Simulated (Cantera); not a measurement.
# Transport properties of process gases

Gas mixture: C2H4 = 0.89 (molar parts), at 2000 Pa, frozen composition.

Cantera's kinetic-theory transport with the Lennard-Jones parameters of GRI-Mech 3.0, ideal gas; thermal conductivity in the multicomponent form. The composition is frozen, though it would react at the higher temperatures.

| T (K) | ρ (kg/m³) | cp (J/kg/K) | μ (µPa s) | λ (mW/m/K) | Pr | D (cm²/s) NH3 | D (cm²/s) CH3 | D (cm²/s) H2 |
|---|---|---|---|---|---|---|---|---|
| 400 | 0.0169 | 1877 | 13.3 | 33.5 | 0.748 | 14.1 | 14.8 | 51.9 |
| 600 | 0.0112 | 2529 | 19.1 | 64.4 | 0.750 | 30.9 | 30.8 | 104 |
| 800 | 0.00844 | 2991 | 24.1 | 96.0 | 0.750 | 52.7 | 50.9 | 169 |
| 1000 | 0.00675 | 3354 | 28.5 | 128 | 0.749 | 78.9 | 74.7 | 245 |
| 1200 | 0.00562 | 3625 | 32.5 | 158 | 0.748 | 109 | 102 | 332 |
| 1400 | 0.00482 | 3836 | 36.2 | 186 | 0.746 | 143 | 132 | 429 |
| 1600 | 0.00422 | 4000 | 39.7 | 213 | 0.745 | 180 | 165 | 535 |
D: mixture-averaged diffusion coefficient of that species in the mixture.
